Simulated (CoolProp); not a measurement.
Values from CoolProp's reference Helmholtz-energy equation of state, Gedanitz 2015.

**Question.** For cyclopentane, give the phase and the cp (kJ/(kg K)), isothermal compressibility (1/MPa), expansivity (1/kK) at 185.35 °C and 2350 kPa; 241.85 °C and 2350 kPa.

**Answer.** 
- 185.35 °C and 2350 kPa: liquid; cp 2.90, isothermal compressibility 0.0144, expansivity 3.92
- 241.85 °C and 2350 kPa: gas; cp 2.47, isothermal compressibility 0.555, expansivity 4.06
